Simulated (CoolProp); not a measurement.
Model: reference Helmholtz-energy equation of state, Thol 2019, in CoolProp.

For tetradecamethylhexasiloxane (MD4M), give the phase and the density (kg/m³), Joule-Thomson coefficient (K/MPa), fugacity coefficient at 354.5 K and 56.4 kPa.


- 354.5 K and 56.4 kPa: liquid; density 832, Joule-Thomson coefficient -0.381, fugacity coefficient 0.00168
